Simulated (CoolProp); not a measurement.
Vapour-liquid equilibrium of R134a (1) + dimethyl ether (2) at 58.3 kPa; x and y are mole fractions of (1).

Values from CoolProp's multi-fluid Helmholtz-energy mixture model, Tillner-Roth 1994 and Wu 2011; pair parameters Bell 2016.

| x | bubble temperature (K) | y at the bubble point | dew temperature at overall composition x (K) | liquid density (mol/L) |
|---|---|---|---|---|
| 0.05 | 236.7 | 0.036 | 236.8 | 16.17 |
| 0.125 | 237.2 | 0.100 | 237.3 | 15.96 |
| 0.2 | 237.5 | 0.173 | 237.6 | ? |
| 0.275 | 237.8 | 0.254 | 237.8 | 15.56 |
| 0.35 | 237.9 | 0.340 | 237.9 | 15.36 |
| 0.425 | 237.9 | 0.429 | 237.9 | ? |
| 0.5 | 237.8 | 0.518 | 237.9 | 14.98 |
| 0.575 | 237.7 | 0.605 | 237.7 | 14.80 |
| 0.65 | 237.4 | 0.688 | 237.5 | ? |
| 0.725 | 237.1 | 0.765 | 237.3 | 14.44 |
| 0.8 | 236.7 | 0.837 | 236.9 | 14.27 |
| 0.875 | 236.3 | 0.903 | ? | 14.10 |
| 0.95 | 235.9 | 0.963 | 236.0 | 13.93 |

Q: Complete the blanks.

A: 
- 0.2, liquid density (mol/L): 15.76
- 0.425, liquid density (mol/L): 15.17
- 0.65, liquid density (mol/L): 14.62
- 0.875, dew temperature at overall composition x (K): 236.5

y crosses x between x = 0.35 and 0.425: the model has an azeotrope there.

Pair parameters are fitted to limited data, so mixtures are less certain than the pure fluids.
